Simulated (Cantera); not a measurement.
Feed: 1 mol Si, 0.61 mol NH3, 1.3 mol H2, equilibrated at 1798 K and 0.0100 bar.

Cantera equilibrium calculation (NASA polynomials, part measured and part estimated; ideal gas, pure solids and liquids). Candidate condensed phases: Si, Si3N4; 18 gas species. Gases not in the tables: Si2H6 and higher silanes. The numbers say what is thermodynamically allowed, not how fast it happens.

Base state: H2 0.876, N2 0.121, H 0.00329, Si 0.000308, SiH 3.31e-5, SiH2 2.58e-5 (mole fractions); condensed: Si(l).

Question: What changes in the equilibrium state with this change: 0.0046 mol O2 added?

Answer: 
```
species      before    after
----------  -------  -------
H2            0.876    0.872
N2            0.121    0.120
SiO               0  0.00363
SiH2        2.58e-5  2.57e-5
H           0.00329  0.00329
Si(l), mol    0.999    0.990
```
Further candidate phases: H2O, SiO2, Si2N2O.

Question: What changes in the equilibrium state with this change: pressure from 0.0100 bar to 0.580 bar?

Answer: 
```tsv
species	before	after
H2	0.876	0.985
N2	0.121	0.0147
H	0.00329	0.000459
SiH2	2.58e-5	2.91e-5
Si	0.000308	5.32e-6
SiH	3.31e-5	4.61e-6
Si(l), mol	0.999	0.592
Si3N4(s), mol	0	0.136
```
Mutual solubility and eutectic melting of coexisting phases are not modelled.
